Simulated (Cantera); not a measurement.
A closed system holds: 1 mol Si3N4, 0.0014 mol H2O, 18 mol H2, equilibrated at 1602 °C.

Cantera equilibrium calculation (NASA polynomials, part measured and part estimated; ideal gas, pure solids and liquids). Candidate condensed phases: H2O, Si, SiO2, Si2N2O, Si3N4; 35 gas species. Mutual solubility and eutectic melting of coexisting phases are not modelled. The tables' values for SiN are old estimates; treat these amounts as uncertain. Gases not in the tables: Si2H6 and higher silanes. The numbers say what is thermodynamically allowed, not how fast it happens.

log p: log10 of the partial pressure in bar; n: condensed amount in mol.

| P (Pa) | log p H2 | log p H | log p Si | log p N2 | n Si(l) | n Si3N4(s) |
|---|---|---|---|---|---|---|
| 0.100 | -6.39 | -6.38 | -6.99 | -7.16 | 0 | 0 |
| 2.50 | -4.77 | -5.57 | -5.52 | -5.69 | 0 | 0 |
| 63 | -3.26 | -4.82 | -5.04 | -4.21 | 2.69 | 0 |
| 1600 | … | … | -5.04 | … | … | 0 |
| 40000 | … | … | -5.04 | -1.55 | … | … |
| 1000000 | 1.00 | -2.68 | -5.04 | -1.55 | 0.0747 | 0.974 |

### Question
Complete the blanks.

### Answer

- 1600, log p H2: -1.84
- 1600, log p H: -4.11
- 1600, log p N2: -2.80
- 1600, n Si(l): 2.98
- 40000, log p H2: -0.43
- 40000, log p H: -3.40
- 40000, n Si(l): 2.07
- 40000, n Si3N4(s): 0.310
